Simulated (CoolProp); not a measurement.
Propane along the isotherm 290 K: Z from the reference equation and from simpler models built on Tc = 369.9 K, pc = 42.51 bar, ω = 0.152; each cubic takes its own stable root.

The numbers come from the reference Helmholtz-energy equation of state, Lemmon 2009 in CoolProp.

| p (bar) | phase | reference |
|---|---|---|
| 2.13 | gas | 0.9621 |
| 4.25 | gas | 0.9214 |
| 6.38 | gas | 0.8764 |
| 8.5 | liquid | 0.03078 |
| 10.6 | liquid | 0.03834 |
| 12.8 | liquid | 0.04625 |
| 14.9 | liquid | 0.05378 |
| 17 | liquid | 0.06129 |
| 19.1 | liquid | 0.06879 |
| 21.3 | liquid | 0.07663 |

### Question
How far does each simpler model (van der Waals, Redlich-Kwong, Peng-Robinson) lie from the reference over these 10 states: mean and median of the absolute difference, and the worst?

### Answer
- van der Waals: mean 675.8 %, median 57.5 %, worst +2765.2 % at 290 K and 8.5 bar
- Redlich-Kwong: mean 271.5 %, median 10.5 %, worst +2648.2 % at 290 K and 8.5 bar
- Peng-Robinson: mean 3.4 %, median 4.7 %, worst -5.0 % at 290 K and 21.3 bar

At some of these states van der Waals, Redlich-Kwong gives the other phase, because its saturation line lies elsewhere.
